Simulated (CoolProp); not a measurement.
Vapour-liquid equilibrium of ethane (1) + hydrogen chloride (2) at 44.9 kPa; x and y are mole fractions of (1).

The numbers come from the multi-fluid Helmholtz-energy mixture model, Bücker 2006 and Thol 2018; pair parameters Bell 2016 in CoolProp.

```csv
x,bubble temperature (°C),y at the bubble point,dew temperature at overall composition x (°C),liquid density (mol/L)
0.05,-102.9,0.303,-98.9,32.42
0.125,-105.9,0.467,-100.0,30.85
0.2,-107.0,0.524,-101.2,29.32
0.275,-107.4,0.545,-102.4,[?]
0.35,-107.5,[?],-103.7,26.56
0.425,-107.5,0.554,-105.1,25.36
0.5,-107.5,[?],-106.6,24.25
0.575,-107.5,0.560,-107.5,23.24
0.65,-107.5,0.572,-106.8,22.31
0.725,-107.3,0.594,-105.9,21.45
0.8,-107.0,0.634,-104.9,20.64
0.875,-106.1,0.706,-104.0,19.88
0.95,-104.4,[?],[?],19.15
```

**Question.** Fill in the missing entries.

**Answer.** 
- 0.275, liquid density (mol/L): 27.89
- 0.35, y at the bubble point: 0.552
- 0.5, y at the bubble point: 0.556
- 0.95, y at the bubble point: 0.841
- 0.95, dew temperature at overall composition x (°C): -103.0

y crosses x between x = 0.5 and 0.575: the model has an azeotrope there.

Pair parameters are fitted to limited data, so mixtures are less certain than the pure fluids. With so large a gap from Raoult's law the liquid may split in two, which this calculation doesn't test in full.
